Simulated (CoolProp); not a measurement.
Properties of cyclohexane at several states (Tc = 280.5 °C, pc = 4.081 MPa, ω = 0.209).

Computed with CoolProp (reference Helmholtz-energy equation of state, Zhou 2014).

| T (°C) | p (MPa) | phase | Joule-Thomson coefficient (K/MPa) | viscosity (µPa s) |
|---|---|---|---|---|
| 38.75 | 0.529 | liquid | -0.4156 | 719 |
| 181.35 | 0.0171 | gas | 11.05 | 10.2 |
| 152.55 | 0.134 | gas | 14.51 | 9.63 |
| 258.05 | 0.224 | gas | 6.793 | 11.8 |
| 337.35 | 2.94 | gas | 5.877 | 15.4 |
| 286.65 | 0.64 | gas | 6.070 | 12.5 |

Viscosity comes from a separate model (Tariq 2014).
